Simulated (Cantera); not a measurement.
Charge: 1 mol SiH₄, a varied amount of N₂, held at 1798.15 K and 24.0 mbar.

Cantera equilibrium calculation (NASA polynomials, part measured and part estimated; ideal gas, pure solids and liquids). Candidate condensed phases: Si, Si₃N₄; 18 gas species. Mutual solubility and eutectic melting of coexisting phases are not modelled. Gases not in the tables: Si₂H₆ and higher silanes. Kinetics and transport are ignored.

Question: Which condensed phases are stable at each of these points (n(N₂) (mol)): 0.96, 1.6, 2.3, 3, 3.6, 4.3, 5, 5.7, 6.3?

Answer: 
```
n(N₂) (mol)  condensed phases  Si condensed (%)
-----------  ----------------  ----------------
0.96                    Si(l)              99.9
1.6          Si(l) + Si₃N₄(s)              99.9
2.3                  Si₃N₄(s)              99.9
3                    Si₃N₄(s)              99.9
3.6                  Si₃N₄(s)              99.9
4.3                  Si₃N₄(s)              99.9
5                    Si₃N₄(s)              99.9
5.7                  Si₃N₄(s)              99.9
6.3                  Si₃N₄(s)              99.9
```

At 0.96 mol N₂ the condensed part is Si(l). At 1.6 mol N₂ the condensed part is Si(l) + Si₃N₄(s). From 2.3 mol N₂ to 6.3 mol N₂ the condensed part is Si₃N₄(s).
